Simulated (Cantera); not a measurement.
An adiabatic, constant-pressure homogeneous reactor starts with H2 : O2 : N2 = 1 : 0.694 : 2.61 (molar parts), equivalence ratio 0.72, at 1375 K and 225 Torr. Integrator tolerance rtol = 1e-08.

Cantera simulation using GRI-Mech 3.0 (53 species, 325 reactions); the numbers are that mechanism's predictions, not measurements.

**Question.** What does this change do: 0.33 parts NO added?

**Answer.** 
| quantity | before | after |
|---|---|---|
| time of steepest temperature rise | 67.7 µs | 69.7 µs |
| temperature at 0.100 s | 2606 K | 2633 K |
| equilibrium temperature | 2606 K | 2633 K |
| x(H2) at 0.100 s | 0.0186 (gas-phase equilibrium 0.0186) | 0.0149 (gas-phase equilibrium 0.0149) |
| x(O2) at 0.100 s | 0.0442 (gas-phase equilibrium 0.0442) | 0.0721 (gas-phase equilibrium 0.0721) |
| x(NO2) at 0.100 s | 2.32e-6 (gas-phase equilibrium 2.32e-6) | 3.81e-6 (gas-phase equilibrium 3.81e-6) |
| x(N2O) at 0.100 s | 3.23e-7 (gas-phase equilibrium 3.23e-7) | 4.20e-7 (gas-phase equilibrium 4.20e-7) |
| x(NO) at 0.100 s | 0.0116 (gas-phase equilibrium 0.0116) | 0.0153 (gas-phase equilibrium 0.0153) |
| x(OH) at 0.100 s | 0.0269 (gas-phase equilibrium 0.0269) | 0.0314 (gas-phase equilibrium 0.0314) |
The mechanism lacks 2 NO + O2 → 2 NO2 and HONO, so NO2 and the effect of NO are under-described below about 1400 K.
